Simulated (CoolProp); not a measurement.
Properties of CHF3 (R23) along the isotherm 308.9 K.

Model: reference Helmholtz-energy equation of state, Penoncello 2003, in CoolProp.

```json
[
 {"p (bar)": "0.229", "phase": "gas", "density (kg/m³)": "0.6252", "cv (kJ/(kg K))": "0.6265"},
 {"p (bar)": "0.37", "phase": "gas", "density (kg/m³)": "1.011", "cv (kJ/(kg K))": "0.6268"},
 {"p (bar)": "0.598", "phase": "gas", "density (kg/m³)": "1.637", "cv (kJ/(kg K))": "0.6274"},
 {"p (bar)": "0.966", "phase": "gas", "density (kg/m³)": "2.651", "cv (kJ/(kg K))": "0.6283"},
 {"p (bar)": "1.56", "phase": "gas", "density (kg/m³)": "4.298", "cv (kJ/(kg K))": "0.6298"},
 {"p (bar)": "2.52", "phase": "gas", "density (kg/m³)": "6.989", "cv (kJ/(kg K))": "0.6322"},
 {"p (bar)": "4.08", "phase": "gas", "density (kg/m³)": "11.44", "cv (kJ/(kg K))": "0.6363"},
 {"p (bar)": "6.58", "phase": "gas", "density (kg/m³)": "18.79", "cv (kJ/(kg K))": "0.6430"},
 {"p (bar)": "10.6", "phase": "gas", "density (kg/m³)": "31.22", "cv (kJ/(kg K))": "0.6545"},
 {"p (bar)": "17.2", "phase": "gas", "density (kg/m³)": "53.57", "cv (kJ/(kg K))": "0.6756"},
 {"p (bar)": "27.8", "phase": "gas", "density (kg/m³)": "96.42", "cv (kJ/(kg K))": "0.7172"},
 {"p (bar)": "44.9", "phase": "gas", "density (kg/m³)": "203.1", "cv (kJ/(kg K))": "0.8216"},
 {"p (bar)": "72.5", "phase": "supercritical", "density (kg/m³)": "762.3", "cv (kJ/(kg K))": "0.8512"}
]
```
